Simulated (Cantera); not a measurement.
**Ignition delay**

Mixture: 15.0 % CO, 16.6 % H2, 14.4 % O2, 54.0 % N2, at 1950 Torr, adiabatic and at constant volume. Ignition delay is the time to a rise of 400 K.

Cantera simulation using GRI-Mech 3.0 (53 species, 325 reactions); the numbers are that mechanism's predictions, not measurements. The hydrogen kinetics of GRI-Mech 3.0 are dated; newer H2 mechanisms differ, most at raised pressure. Where the delays flatten at high temperature, the 400 K rule measures the pace of heat release, not the induction time.

| T0 (K) | delay (ms) |
|---|---|
| 950 | 12.6 |
| 1050 | 0.229 |
| 1150 | 0.0348 |
| 1250 | 0.0170 |
| 1350 | 0.0107 |
| 1450 | 0.00760 |
| 1550 | 0.00593 |
| 1650 | 0.00498 |
| 1750 | 0.00446 |
| 1850 | 0.00422 |
